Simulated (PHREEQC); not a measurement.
Nickel, zinc or cadmium bath: speciation

Solution (85 °C): 0.0087 mol/kgw ZnCl2, 0.028 mol/kgw KCl and 0.015 mol/kgw FeSO4. Closed to the air; pH follows from the charge balance.

The numbers come from PHREEQC with the ion-association model, phreeqc.dat.

No solid was allowed to form.

**Question.** What pH does the model give?

**Answer.** pH 5.10.

**Question.** In which forms is Fe present?

**Answer.** Fe+2 68 %, FeSO4 30 %, FeCl+ 1.5 % of the Fe.

Away from 25 °C the constants follow the database's enthalpies or fits; those with neither stay at their 25 °C values.
